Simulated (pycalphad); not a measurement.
**Phase fractions of Al-5.054Mn-2.178Si (wt.%)**

All values are pycalphad results on the COST 507 light-alloy database (1999) (1 atm), not direct measurements. These are 1990s assessments: newer ones move some temperatures and phases. Phase fractions are per mole of atoms.

```tsv
T (K)	liquid	ALMNSI_BETA	ALMNSI_ALPHA	fcc	diamond (Si)
1025	1.000	-	-	-	-
975	0.961	0.039	-	-	-
925	0.894	-	0.106	-	-
875	-	-	0.142	0.858	-
825	-	-	0.145	0.855	-
775	-	-	0.146	0.854	-
725	-	-	0.146	0.854	-
675	-	-	0.147	0.852	0.001
625	-	-	0.147	0.851	0.002
575	-	-	0.147	0.850	0.003
525	-	-	0.147	0.850	0.004
```

Database names, with the compositions (at.%) that they take in these runs: ALMNSI_BETA: Al 70 Mn 23 Si 7; ALMNSI_ALPHA: Al 70-73 Mn 17 Si 9-13.
